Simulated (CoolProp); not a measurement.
Vapour pressure (MPa) of CH2F2 (R32): the reference equation beside estimates from Tc = 351.3 K, pc = 5.783 MPa, ω = 0.277. Clausius-Clapeyron is anchored at 208.2 K with a constant enthalpy of vaporisation of 20.59 kJ/mol.

The numbers come from the reference Helmholtz-energy equation of state, Tillner-Roth 1997 in CoolProp.

```
T (K)  reference  Lee-Kesler  Clausius-Clapeyron  van der Waals  Redlich-Kwong  Soave-Redlich-Kwong
-----  ---------  ----------  ------------------  -------------  -------------  -------------------
202.9    0.03551     0.03325             0.03587         0.4020        0.07856              0.03368
208.2    0.04894     0.04637             0.04894         0.4680         0.1041              0.04684
213.5    0.06623     0.06342             0.06575         0.5411         0.1355              0.06390
218.8    0.08813     0.08521             0.08709         0.6215         0.1736              0.08566
224.1     0.1155      0.1126              0.1138         0.7097         0.2194               0.1130
229.4     0.1492      0.1466              0.1469         0.8059         0.2736               0.1469
234.7     0.1902      0.1882              0.1875         0.9103         0.3371               0.1883
240       0.2396      0.2384              0.2367          1.023         0.4108               0.2384
245.3     0.2986      0.2985              0.2958          1.145         0.4957               0.2983
250.6     0.3681      0.3695              0.3663          1.276         0.5925               0.3692
255.9     0.4496      0.4527              0.4495          1.417         0.7021               0.4525
261.2     0.5442      0.5494              0.5470          1.567         0.8255               0.5495
266.5     0.6534      0.6609              0.6605          1.727         0.9634               0.6616
271.9     0.7810      0.7910              0.7944          1.900          1.120               0.7927
```

Absolute difference from the reference over all 14 rows, mean and median: Lee-Kesler 2.1 and 1.2 %, Clausius-Clapeyron 1.0 and 1.1 %, van der Waals 436.5 and 352.8 %, Redlich-Kwong 77.4 and 74.3 %, Soave-Redlich-Kwong 1.8 and 1.4 %.
